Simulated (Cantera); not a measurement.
Charge: 1 mol Cu2O, 6.1 mol C, 0.11 mol N2, 0.85 mol CH4, held at 1277 °C and 1330 Pa.

Cantera equilibrium calculation (NASA polynomials, part measured and part estimated; ideal gas, pure solids and liquids). Candidate condensed phases: C, C6H6, C7H8, C8H18, Cu, CuO, Cu(OH)2, Cu2O, H2O; 139 gas species. The numbers say what is thermodynamically allowed, not how fast it happens.

Base state: H2 0.604, CO 0.355, N2 0.0390, Cu 0.00139, HCN 0.000228, H 0.000212 (mole fractions); condensed: C(graphite) + Cu(l).

Q: What changes in the equilibrium state with this change: temperature from 1277 °C to 2302 °C?

A: 
| species | before | after |
|---|---|---|
| Cu | 0.00139 | 0.385 |
| H2 | 0.604 | 0.246 |
| CO | 0.355 | 0.192 |
| H | 0.000212 | 0.149 |
| N2 | 0.0390 | 0.0179 |
| CN | <1e-9 | 0.000218 |
| C2H | <1e-9 | 0.000183 |
| C3 | <1e-9 | 0.000116 |
| C | <1e-9 | 3.40e-5 |
| C(graphite), mol | 5.95 | 5.87 |
| Cu(l), mol | 2.00 | 0 |
